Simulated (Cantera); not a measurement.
Input (Python, Cantera):

```python
import numpy as np
import cantera as ct

gas = ct.Solution("h2o2.yaml")


def delay(T, t_max=10):
    gas.TPX = T, 500000, {'H2': 1, 'O2': 0.581, 'N2': 2.19}
    reactor = ct.IdealGasConstPressureReactor(gas, clone=False)
    net = ct.ReactorNet([reactor])
    net.rtol, net.atol = 1e-8, 1e-16
    while net.time < t_max:
        t_old, T_old = net.time, reactor.T
        net.step()
        if reactor.T > T + 400:  # ignition: a rise of 400 K
            return t_old + (T + 400 - T_old) / (reactor.T - T_old) * (net.time - t_old)
    return np.nan


taus = []
for T in [850, 900, 950, 1000, 1050, 1100]:
    taus.append(delay(T))
    print(f"T0 = {T:6g} K   tau = {taus[-1]:.4e} s")
```

Output:

```
T0 =    850 K   tau = 8.4416e-01 s
T0 =    900 K   tau = 1.8476e-01 s
T0 =    950 K   tau = 4.5127e-02 s
T0 =   1000 K   tau = 1.1565e-02 s
T0 =   1050 K   tau = 2.8323e-03 s
T0 =   1100 K   tau = 5.0745e-04 s
```

Model: the H2/O2 subset of GRI-Mech 3.0, which has no nitrogen chemistry, integrated in Cantera. The hydrogen kinetics of GRI-Mech 3.0 are dated; newer H2 mechanisms differ, most at raised pressure. Below about 950 K walls govern HO2 and H2O2 in real vessels.
